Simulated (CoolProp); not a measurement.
c-C4F8 (RC318) at 304.48 K and 0.651 MPa is throttled through a valve to 0.203 MPa with no heat exchange. Each further row changes one setting.

The numbers come from the reference Helmholtz-energy equation of state, Platzer 1990 in CoolProp. This equation is an older, rougher fit; its heat capacities, sound speeds and derivatives of the liquid may be far off and weren't checked against measurements.

```json
[
 {"case": "as stated", "temperature change (K)": "-19.2", "final phase": "two-phase, vapour fraction 0.193", "final density (kg/m³)": "91.0"},
 {"case": "outlet pressure 0.0609 MPa", "temperature change (K)": "-49.0", "final phase": "two-phase, vapour fraction 0.434", "final density (kg/m³)": "13.5"},
 {"case": "outlet pressure 0.264 MPa", "temperature change (K)": "-11.5", "final phase": "two-phase, vapour fraction 0.121", "final density (kg/m³)": "177"}
]
```
